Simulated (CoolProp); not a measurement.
Vapour-liquid equilibrium of ethylbenzene (1) + m-xylene (2) at 142.85 °C; x and y are mole fractions of (1).

The numbers come from the multi-fluid Helmholtz-energy mixture model, Zhou 2012 and Zhou 2012; pair parameters Bell 2016 in CoolProp.

```csv
x,"bubble pressure, mixture model (MPa)","bubble pressure, Raoult's law (MPa)","y, mixture model","y, Raoult's law"
0.05,0.1126,0.1125,0.054,0.054
0.125,0.1134,0.1131,0.134,0.134
0.2,0.1141,0.1138,0.213,0.212
0.275,0.1149,0.1145,0.291,0.290
0.35,0.1156,0.1151,0.368,0.367
0.425,0.1163,0.1158,0.443,0.444
0.5,0.1170,0.1164,0.518,0.519
0.575,0.1176,0.1171,0.592,0.593
0.65,0.1182,0.1178,0.665,0.667
0.725,0.1188,0.1184,0.738,0.740
0.8,0.1194,0.1191,0.810,0.812
0.875,0.1200,0.1197,0.881,0.883
0.95,0.1205,0.1204,0.953,0.953
```

The largest gap from Raoult's law is +0.5 % in bubble pressure, at x = 0.5. No azeotrope shows between x = 0.05 and 0.95.

The pair parameters rest on a limited set of measurements; away from them the model extrapolates.
